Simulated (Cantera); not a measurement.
Charge: 1 mol Pb, 0.27 mol CO, 0.79 mol N2, at 1075 K and 310000 Pa.

Cantera equilibrium calculation (NASA polynomials, part measured and part estimated; ideal gas, pure solids and liquids). Candidate condensed phases: C, Pb, PbO, PbO2, Pb3O4; 27 gas species. Rates play no part.

Base state: N2 0.760, CO 0.219, CO2 0.0203, Pb 2.45e-5 (mole fractions); condensed: C(graphite) + Pb(l).

What changes in the equilibrium state with this change: Pb replaced by PbO?


| species | before | after |
|---|---|---|
| N2 | 0.760 | 0.745 |
| CO2 | 0.0203 | 0.255 |
| CO | 0.219 | 4.51e-5 |
| Pb | 2.45e-5 | 2.45e-5 |
| C(graphite), mol | 0.0211 | 0 |
| Pb(l), mol | 1.000 | 0.270 |
| PbO(yellow), mol | 0 | 0.730 |
Mutual solubility and eutectic melting of coexisting phases are not modelled.
